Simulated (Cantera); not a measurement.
# Premixed flame

A freely propagating, adiabatic, planar premixed flame of H2 : O2 : N2 : H2O = 1 : 0.781 : 2.94 : 0.5 (molar parts), equivalence ratio 0.64, unburnt at 473 K and 1.00 atm; unity-Lewis-number transport, grid criteria slope 0.08 and curve 0.16, no radiation.

Computed with Cantera and the H2/O2 subset of GRI-Mech 3.0, which has no nitrogen chemistry. Unity Lewis numbers drop preferential diffusion, which matters most where H2 and H carry the flame. Burning velocities carry a grid error of a few per cent, more on coarse grids. Lean hydrogen flames are cellular in practice and burn faster than this planar one.

| z (mm) | T (K) | u (m/s) | x H2 | x O2 | x H2O | x OH | x HO2 | x H |
|---|---|---|---|---|---|---|---|---|
| -0.864 | 473 | 1.80 | 0.192 | 0.150 | 0.0958 | <1e-8 | 5.32e-8 | <1e-8 |
| -0.576 | 474 | 1.80 | 0.191 | 0.150 | 0.0958 | <1e-8 | 8.63e-7 | <1e-8 |
| -0.432 | 475 | 1.81 | 0.191 | 0.149 | 0.0961 | <1e-8 | 3.84e-6 | <1e-8 |
| -0.288 | 488 | 1.86 | 0.190 | 0.149 | 0.0977 | 3.12e-8 | 2.59e-5 | <1e-8 |
| -0.144 | 641 | 2.41 | 0.172 | 0.140 | 0.118 | 4.05e-5 | 0.000276 | 4.57e-5 |
| -0.0720 | 926 | 3.42 | 0.133 | 0.122 | 0.161 | 0.000614 | 0.000250 | 0.00237 |
| 0 | 1255 | 4.53 | 0.0706 | 0.0927 | 0.224 | 0.00309 | 0.000120 | 0.0129 |
| 0.0720 | 1463 | 5.21 | 0.0301 | 0.0717 | 0.265 | 0.00708 | 7.08e-5 | 0.0167 |
| 0.144 | 1576 | 5.56 | 0.0175 | 0.0644 | 0.282 | 0.00899 | 5.19e-5 | 0.0127 |
| 0.288 | 1688 | 5.90 | 0.0110 | 0.0610 | 0.294 | 0.00923 | 3.56e-5 | 0.00654 |
| 0.576 | 1775 | 6.16 | 0.00615 | 0.0595 | 0.304 | 0.00782 | 2.12e-5 | 0.00246 |
| 1.15 | 1830 | 6.33 | 0.00278 | 0.0589 | 0.311 | 0.00565 | 1.04e-5 | 0.000695 |
| 2.30 | 1858 | 6.41 | 0.00105 | 0.0589 | 0.314 | 0.00363 | 4.36e-6 | 0.000158 |
x: mole fraction of selected species; z is measured from the peak of heat release.

```json
{
  "laminar_burning_velocity": "180 cm/s",
  "thermal_thickness": "0.288 mm",
  "peak x(OH)": "0.00938",
  "peak x(HO2)": "0.000328",
  "peak x(H)": "0.0170",
  "grid_points": "103"
}
```
